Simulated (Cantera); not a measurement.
An adiabatic, constant-volume homogeneous reactor starts with CH3OH : O2 : N2 = 1 : 0.714 : 2.69 (molar parts), equivalence ratio 2.1, at 1275 K and 5.00 bar. Integrator tolerance rtol = 1e-08.

Detailed kinetics in Cantera: GRI-Mech 3.0 (53 species, 325 reactions). GRI-Mech 3.0 was tuned for natural gas; its chemistry of methanol as a main component is partial and can be far from experiment.

Q: What does this change do: 0.14 parts H2O added?

A: 
| quantity | before | after |
|---|---|---|
| time of steepest temperature rise | 0.628 ms | 0.586 ms |
| temperature at 0.600 s | 2717 K | 2681 K |
| equilibrium temperature | 2717 K | 2681 K |
| x(CH3OH) at 0.600 s | 5.25e-12 (gas-phase equilibrium 5.41e-12) | 5.08e-12 (gas-phase equilibrium 5.23e-12) |
| x(O2) at 0.600 s | 4.66e-5 (gas-phase equilibrium 4.66e-5) | 4.10e-5 (gas-phase equilibrium 4.10e-5) |
| x(NO2) at 0.600 s | 1.51e-8 (gas-phase equilibrium 1.51e-8) | 1.27e-8 (gas-phase equilibrium 1.27e-8) |
| x(C2H4) at 0.600 s | <1e-12 (gas-phase equilibrium <1e-12) | <1e-12 (gas-phase equilibrium <1e-12) |
| x(CH2CO) at 0.600 s | 1.81e-12 (gas-phase equilibrium 1.99e-12) | 1.53e-12 (gas-phase equilibrium 1.68e-12) |
| x(CH4) at 0.600 s | 4.18e-10 (gas-phase equilibrium 4.71e-10) | 4.00e-10 (gas-phase equilibrium 4.51e-10) |
| x(CO2) at 0.600 s | 0.0336 (gas-phase equilibrium 0.0336) | 0.0353 (gas-phase equilibrium 0.0353) |
